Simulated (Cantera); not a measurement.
A freely propagating, adiabatic, planar premixed flame of H2 : O2 : N2 = 1 : 0.333 : 1.57 (molar parts), unburnt at 575 K and 4.93 atm; mixture-averaged transport, grid criteria slope 0.08 and curve 0.16, no radiation.

Detailed kinetics in Cantera: the H2/O2 subset of GRI-Mech 3.0, which has no nitrogen chemistry. The hydrogen kinetics of GRI-Mech 3.0 are dated; newer H2 mechanisms differ, most at raised pressure. Burning velocities carry a grid error of a few per cent, more on coarse grids.

Q: How do the results move with these cheaper or finer settings: unity-Lewis-number transport; multicomponent transport; multicomponent+Soret transport; grid criteria slope 0.5, curve 1; grid criteria slope 0.25, curve 0.5; grid criteria slope 0.03, curve 0.06?

A: 
```
setting                               laminar burning velocity  thermal thickness  peak x(HO2)  peak x(H)  grid points
------------------------------------  ------------------------  -----------------  -----------  ---------  -----------
as above                                              679 cm/s          0.0572 mm     0.000835     0.0444          108
unity-Lewis-number transport                          436 cm/s          0.0526 mm     0.000585     0.0480          101
multicomponent transport                              667 cm/s          0.0570 mm     0.000836     0.0442          108
multicomponent+Soret transport                        634 cm/s          0.0558 mm     0.000841     0.0432          108
grid criteria slope 0.5, curve 1                      722 cm/s          0.0724 mm     0.000786     0.0449           37
grid criteria slope 0.25, curve 0.5                   696 cm/s          0.0630 mm     0.000807     0.0447           48
grid criteria slope 0.03, curve 0.06                  676 cm/s          0.0558 mm     0.000840     0.0443          243
```
Unity Lewis numbers drop preferential diffusion, which matters most where H2 and H carry the flame; Soret adds thermal diffusion.
